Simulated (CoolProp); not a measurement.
Carbon dioxide along the isotherm -51.55 °C: density (kg/m³) from the reference equation and from simpler models built on Tc = 31.0 °C, pc = 7.377 MPa, ω = 0.224; each cubic takes its own stable root.

Values from CoolProp's reference Helmholtz-energy equation of state, Span 1996.

```tsv
p (MPa)	phase	reference
1.84	liquid	1163
3.69	liquid	1167
5.53	liquid	1171
7.38	liquid	1175
9.22	liquid	1179
11.1	liquid	1182
12.9	liquid	1186
14.8	liquid	1189
16.6	liquid	1193
18.4	liquid	1196
```

Problem. How far does each simpler model (van der Waals, Peng-Robinson) lie from the reference over these 10 states: mean and median of the absolute difference, and the worst?

Solution. 
- van der Waals: mean 36.7 %, median 36.5 %, worst -38.6 % at -51.55 °C and 1.84 MPa
- Peng-Robinson: mean 4.8 %, median 4.8 %, worst +5.1 % at -51.55 °C and 18.4 MPa
